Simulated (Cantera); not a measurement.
Input: 1 mol Si, 8.9 mol HCl, 30 mol N₂, held at 300 °C and 13.3 mbar.

Equilibrium computed with Cantera from the NASA thermochemical tables; the gas is ideal and each condensed phase is pure. Candidate condensed phases: NH₄Cl, Si, Si₃N₄; 28 gas species. Equilibrium is a limit: real reactors are often held back by kinetics, nucleation or transport.

Base state: N₂ 0.792, HCl 0.129, H₂ 0.0528, SiCl₄ 0.0264 (mole fractions); condensed: gas only.

Problem. What changes in the equilibrium state with this change: temperature from 300 °C to 950 °C?

Solution. 
```tsv
species	before	after
N₂	0.792	0.784
HCl	0.129	0.158
H₂	0.0528	0.0379
SiCl₄	0.0264	0.0178
SiCl₃	<1e-9	0.00106
SiCl₂	<1e-9	0.000499
SiHCl₃	1.52e-7	0.000132
Si₃N₄(s), mol	0	0.0857
```
N₂ is the only nitrogen source here; it is nearly inert below about 1500 K, so the nitride shown seldom forms there in practice. The tables' values for SiCl₃ are old estimates; treat these amounts as uncertain.

Problem. What changes in the equilibrium state with this change: temperature from 300 °C to 1177 °C?

Solution. 
| species | before | after |
|---|---|---|
| N₂ | 0.792 | 0.778 |
| HCl | 0.129 | 0.161 |
| H₂ | 0.0528 | 0.0348 |
| SiCl₄ | 0.0264 | 0.00635 |
| SiCl₂ | <1e-9 | 0.0145 |
| SiCl₃ | <1e-9 | 0.00501 |
| Cl | <1e-9 | 5.76e-5 |
| H | <1e-9 | 1.53e-5 |
| SiHCl₃ | 1.52e-7 | 0.000118 |
The tables' values for SiCl₃ are old estimates; treat these amounts as uncertain.
